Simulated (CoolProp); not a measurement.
Values from CoolProp's reference Helmholtz-energy equation of state, Leachman 2009.

Q: For normal hydrogen, give the phase and the cp (kJ/(kg K)), speed of sound (m/s), Joule-Thomson coefficient (K/MPa), conductivity (mW/(m K)) at 91.8 K and 1.69 MPa.

A: 
- 91.8 K and 1.69 MPa: supercritical; cp 11.6, speed of sound 793, Joule-Thomson coefficient 1.44, conductivity 68.1

Thermal conductivity comes from a separate model (Assael 2011).
